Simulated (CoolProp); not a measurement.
Vapour pressure (MPa) of CH2F2 (R32): the reference equation beside estimates from Tc = 351.3 K, pc = 5.783 MPa, ω = 0.277.

The numbers come from the reference Helmholtz-energy equation of state, Tillner-Roth 1997 in CoolProp.

| T (K) | reference | Lee-Kesler | Soave-Redlich-Kwong | Peng-Robinson |
|---|---|---|---|---|
| 165.9 | 0.001920 | 0.001610 | 0.001664 | 0.001843 |
| 175.2 | 0.004575 | 0.003963 | 0.004077 | 0.004415 |
| 184.5 | 0.009859 | 0.008794 | 0.009001 | 0.009565 |
| 193.8 | 0.01952 | 0.01787 | 0.01819 | 0.01903 |
| 203.2 | 0.03618 | 0.03390 | 0.03434 | 0.03545 |
| 212.5 | 0.06264 | 0.05987 | 0.06035 | 0.06164 |
| 221.8 | 0.1029 | 0.09997 | 0.1004 | 0.1017 |
| 231.1 | 0.1615 | 0.1591 | 0.1593 | 0.1601 |
| 240.4 | 0.2437 | 0.2426 | 0.2425 | 0.2424 |
| 249.8 | 0.3569 | 0.3580 | 0.3578 | 0.3560 |
| 259.1 | 0.5051 | 0.5094 | 0.5094 | 0.5051 |
| 268.4 | 0.6963 | 0.7047 | 0.7057 | 0.6981 |
| 277.7 | 0.9383 | 0.9509 | 0.9545 | 0.9426 |

Absolute difference from the reference over all 13 rows, mean and median: Lee-Kesler 5.2 and 2.8 %, Soave-Redlich-Kwong 4.4 and 2.4 %, Peng-Robinson 1.5 and 1.2 %.
